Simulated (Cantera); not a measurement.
Input (Python, Cantera) and output of one run.

```python
import numpy as np
import cantera as ct

gas_names = [...]  # 139 gases of nasa_gas.yaml made of C, H, N, O, Pb
cond_names = """
    C(gr) C6H6(L) C7H8(L) C8H18(L),n-octa H2O(s) H2O(L) Pb(cr) Pb(L) PbO(rd) PbO(yw) PbO(L) PbO2(s)
    Pb3O4(s)
""".split()


# ... load() reads the species with a 1 bar reference pressure and builds the phases ...
atoms = {
    'Pb': {'Pb': 1},
    'NH3': {'N': 1, 'H': 3},
    'CO': {'C': 1, 'O': 1},
    'O2': {'O': 2},
}
top_T = {'C(gr)': 4500, 'Pb3O4(s)': 820}  # K; cautious upper limits of use, not melting points


# ... equilibrate(T, P, feed) seeds the gas with the atoms and calls Mixture.equilibrate('TP', solver="vcs", rtol=1e-11, max_steps=5000) ...
results = []
feed = {'Pb': 1, 'NH3': 0.47, 'CO': 98, 'O2': 0.85}  # mol
P = 150  # Pa
for T in [973, 1073, 1173, 1273, 1373, 1473, 1573, 1673, 1773, 1873]:
    mix = equilibrate(T, P, feed)
    results.append((T, P, feed, dict(zip(mix.species_names, mix.species_moles))))
    x = sorted(zip(gas.X, gas.species_names), reverse=True)
    print(f"T = {T:g} K  P = {P:g} Pa  gas = {mix.phase_moles(0):.4g} mol")
    print("   x: " + "  ".join(f"{s} {v:.3e}" for v, s in x if v > 1e-05))
    print("   condensed (mol): " + ("  ".join(f"{mix.phase(i).name} {mix.phase_moles(i):.4g}"
          for i in range(1, mix.n_phases) if mix.phase_moles(i) > 1e-12) or "none"))
```

Output:

```
T = 973 K  P = 150 Pa  gas = 99.52 mol
   x: CO 9.677e-01  CO2 1.701e-02  H2 7.008e-03  Pb 5.832e-03  N2 2.361e-03  H2O 7.636e-05
   condensed (mol): Pb(L) 0.4196
T = 1073 K  P = 150 Pa  gas = 99.94 mol
   x: CO 9.637e-01  CO2 1.690e-02  Pb 1.001e-02  H2 6.942e-03  N2 2.351e-03  H2O 1.124e-04
   condensed (mol): none
T = 1173 K  P = 150 Pa  gas = 99.94 mol
   x: CO 9.637e-01  CO2 1.686e-02  Pb 1.001e-02  H2 6.901e-03  N2 2.351e-03  H2O 1.536e-04
   condensed (mol): none
T = 1273 K  P = 150 Pa  gas = 99.94 mol
   x: CO 9.638e-01  CO2 1.681e-02  Pb 1.001e-02  H2 6.856e-03  N2 2.351e-03  H2O 1.979e-04
   condensed (mol): none
T = 1373 K  P = 150 Pa  gas = 99.94 mol
   x: CO 9.638e-01  CO2 1.677e-02  Pb 1.001e-02  H2 6.807e-03  N2 2.351e-03  H2O 2.439e-04
   condensed (mol): none
T = 1473 K  P = 150 Pa  gas = 99.94 mol
   x: CO 9.639e-01  CO2 1.672e-02  Pb 1.001e-02  H2 6.751e-03  N2 2.351e-03  H2O 2.898e-04  H 2.684e-05
   condensed (mol): none
T = 1573 K  P = 150 Pa  gas = 99.94 mol
   x: CO 9.639e-01  CO2 1.667e-02  Pb 1.001e-02  H2 6.677e-03  N2 2.351e-03  H2O 3.341e-04  H 8.578e-05
   condensed (mol): none
T = 1673 K  P = 150 Pa  gas = 99.95 mol
   x: CO 9.638e-01  CO2 1.663e-02  Pb 1.000e-02  H2 6.560e-03  N2 2.351e-03  H2O 3.743e-04  H 2.381e-04
   condensed (mol): none
T = 1773 K  P = 150 Pa  gas = 99.97 mol
   x: CO 9.637e-01  CO2 1.660e-02  Pb 1.000e-02  H2 6.352e-03  N2 2.351e-03  H 5.854e-04  H2O 4.061e-04
   condensed (mol): none
T = 1873 K  P = 150 Pa  gas = 100 mol
   x: CO 9.634e-01  CO2 1.657e-02  Pb 9.998e-03  H2 5.980e-03  N2 2.350e-03  H 1.289e-03  H2O 4.222e-04
   condensed (mol): none
```

Method: chemical equilibrium by Gibbs-energy minimisation in Cantera with the NASA 1993 tables (ideal gas, pure condensed phases).
